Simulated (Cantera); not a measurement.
A perfectly stirred reactor is fed with CH4 : O2 : N2 : CO2 : H2O = 1 : 4.55 : 17.1 : 4.7 : 1.4 (molar parts), at 850000 Pa; it is adiabatic with a 748 K inlet, and is followed from long to short residence time, starting on the burning branch (τ in s: 0.087, 0.037, 0.016, 0.0067, 0.0029, 0.0012, 0.00052, 0.00022, 9.5e-05, 4e-05, 1.7e-05, 7.3e-06, 3.1e-06).

Model: GRI-Mech 3.0 (53 species, 325 reactions), integrated in Cantera.

Problem. Predict: blow-out, bracketed by the residence times tried; x(CH4) at τ = 87.0 ms; x(O2) at τ = 87.0 ms; x(CO2) at τ = 87.0 ms; x(CH3) at τ = 87.0 ms; x(H2O2) at τ = 87.0 ms; x(CH4) at τ = 0.520 ms; x(O2) at τ = 0.520 ms; x(CO2) at τ = 0.520 ms.

Solution. blow-out, bracketed by the residence times tried: burning at 6.70 ms, out at 2.90 ms
x(CH4) at τ = 87.0 ms: 5.19e-5
x(O2) at τ = 87.0 ms: 0.0890
x(CO2) at τ = 87.0 ms: 0.198
x(CH3) at τ = 87.0 ms: 3.52e-6
x(H2O2) at τ = 87.0 ms: 1.05e-7
x(CH4) at τ = 0.520 ms: 0.0348
x(O2) at τ = 0.520 ms: 0.158
x(CO2) at τ = 0.520 ms: 0.163
